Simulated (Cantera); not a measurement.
A Cantera script and what it prints.

```python
import numpy as np
import cantera as ct

gas_names = [...]  # 123 gases of nasa_gas.yaml made of C, H, O, Si
cond_names = """
    C(gr) C6H6(L) C7H8(L) C8H18(L),n-octa H2O(s) H2O(L) Si(cr) Si(L) SiC(b) SiO2(Lqz) SiO2(hqz) SiO2(L)
""".split()


# ... load() reads the species with a 1 bar reference pressure and builds the phases ...
atoms = {
    'HMDSO': {'Si': 2, 'C': 6, 'H': 18, 'O': 1},
    'CO2': {'C': 1, 'O': 2},
}
top_T = {'C(gr)': 4500, 'SiC(b)': 3050}  # K; cautious upper limits of use, not melting points


# ... equilibrate(T, P, feed) seeds the gas with the atoms and calls Mixture.equilibrate('TP', solver="vcs", rtol=1e-11, max_steps=5000) ...
results = []
feed = {'HMDSO': 1, 'CO2': 0.31}  # mol
P = 75000  # Pa
for T in [1623, 1673, 1723, 1773, 1823, 1873, 1923, 1973, 2023, 2073, 2123, 2173]:
    mix = equilibrate(T, P, feed)
    results.append((T, P, feed, dict(zip(mix.species_names, mix.species_moles))))
    x = sorted(zip(gas.X, gas.species_names), reverse=True)
    print(f"T = {T:g} K  P = {P:g} Pa  gas = {mix.phase_moles(0):.4g} mol")
    print("   x: " + "  ".join(f"{s} {v:.3e}" for v, s in x if v > 1e-05))
    print("   condensed (mol): " + ("  ".join(f"{mix.phase(i).name} {mix.phase_moles(i):.4g}"
          for i in range(1, mix.n_phases) if mix.phase_moles(i) > 1e-12) or "none"))
```

It prints:

```
T = 1623 K  P = 75000 Pa  gas = 10.61 mol
   x: H2 8.464e-01  CO 1.521e-01  CH4 7.967e-04  SiO 4.794e-04  H 7.343e-05  H2O 7.313e-05  C2H2,acetylene 2.950e-05
   condensed (mol): C(gr) 2.692  SiC(b) 1.995
T = 1673 K  P = 75000 Pa  gas = 10.61 mol
   x: H2 8.465e-01  CO 1.520e-01  CH4 6.525e-04  SiO 5.694e-04  H 1.210e-04  H2O 5.428e-05  C2H2,acetylene 4.823e-05
   condensed (mol): C(gr) 2.695  SiC(b) 1.994
T = 1723 K  P = 75000 Pa  gas = 10.61 mol
   x: H2 8.466e-01  CO 1.519e-01  SiO 6.693e-04  CH4 5.408e-04  H 1.937e-04  C2H2,acetylene 7.661e-05  H2O 4.100e-05
   condensed (mol): C(gr) 2.697  SiC(b) 1.993
T = 1773 K  P = 75000 Pa  gas = 10.62 mol
   x: H2 8.465e-01  CO 1.518e-01  SiO 7.792e-04  CH4 4.531e-04  H 3.022e-04  C2H2,acetylene 1.185e-04  H2O 3.148e-05
   condensed (mol): C(gr) 2.699  SiC(b) 1.992
T = 1823 K  P = 75000 Pa  gas = 10.62 mol
   x: H2 8.464e-01  CO 1.516e-01  SiO 8.994e-04  H 4.603e-04  CH4 3.834e-04  C2H2,acetylene 1.789e-04  H2O 2.452e-05
   condensed (mol): C(gr) 2.701  SiC(b) 1.99
T = 1873 K  P = 75000 Pa  gas = 10.62 mol
   x: H2 8.462e-01  CO 1.515e-01  SiO 1.030e-03  H 6.855e-04  CH4 3.274e-04  C2H2,acetylene 2.641e-04  H2O 1.937e-05
   condensed (mol): C(gr) 2.703  SiC(b) 1.989
T = 1923 K  P = 75000 Pa  gas = 10.62 mol
   x: H2 8.458e-01  CO 1.513e-01  SiO 1.170e-03  H 1.000e-03  C2H2,acetylene 3.818e-04  CH4 2.819e-04  H2O 1.548e-05
   condensed (mol): C(gr) 2.704  SiC(b) 1.988
T = 1973 K  P = 75000 Pa  gas = 10.62 mol
   x: H2 8.453e-01  CO 1.511e-01  H 1.432e-03  SiO 1.321e-03  C2H2,acetylene 5.415e-04  CH4 2.446e-04  H2O 1.252e-05
   condensed (mol): C(gr) 2.704  SiC(b) 1.986
T = 2023 K  P = 75000 Pa  gas = 10.63 mol
   x: H2 8.446e-01  CO 1.509e-01  H 2.015e-03  SiO 1.482e-03  C2H2,acetylene 7.544e-04  CH4 2.138e-04  H2O 1.024e-05  CH3 1.006e-05
   condensed (mol): C(gr) 2.703  SiC(b) 1.984
T = 2073 K  P = 75000 Pa  gas = 10.63 mol
   x: H2 8.436e-01  CO 1.507e-01  H 2.789e-03  SiO 1.652e-03  C2H2,acetylene 1.034e-03  CH4 1.880e-04  CH3 1.217e-05
   condensed (mol): C(gr) 2.701  SiC(b) 1.982
T = 2123 K  P = 75000 Pa  gas = 10.64 mol
   x: H2 8.423e-01  CO 1.504e-01  H 3.802e-03  SiO 1.831e-03  C2H2,acetylene 1.395e-03  CH4 1.663e-04  Si 1.907e-05  CH3 1.457e-05  SiH2 1.454e-05
   condensed (mol): C(gr) 2.698  SiC(b) 1.98
T = 2173 K  P = 75000 Pa  gas = 10.65 mol
   x: H2 8.406e-01  CO 1.501e-01  H 5.109e-03  SiO 2.020e-03  C2H2,acetylene 1.855e-03  CH4 1.478e-04  Si 3.723e-05  SiH2 2.177e-05  CH3 1.729e-05  SiH 1.380e-05
   condensed (mol): C(gr) 2.692  SiC(b) 1.978
```

Cantera equilibrium calculation (NASA polynomials, part measured and part estimated; ideal gas, pure solids and liquids). The feed counts by its element totals alone. Gases not in the tables: Si2H6 and higher silanes.
